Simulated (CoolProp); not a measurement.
Vapour pressure (MPa) of propylene: the reference equation beside estimates from Tc = 364.2 K, pc = 4.555 MPa, ω = 0.146.

Computed with CoolProp (reference Helmholtz-energy equation of state, Lemmon 2013).

```tsv
T (K)	reference	Redlich-Kwong	Peng-Robinson
177.7	0.005799	0.007277	0.006157
191.6	0.01578	0.02026	0.01637
205.5	0.03680	0.04744	0.03756
219.4	0.07600	0.09725	0.07675
233.3	0.1424	0.1796	0.1428
247.2	0.2466	0.3053	0.2464
261.1	0.4005	0.4855	0.3995
275	0.6170	0.7315	0.6155
288.9	0.9100	1.054	0.9088
```

Absolute difference from the reference over all 9 rows, mean and median: Redlich-Kwong 24.0 and 25.5 %, Peng-Robinson 1.6 and 0.3 %.
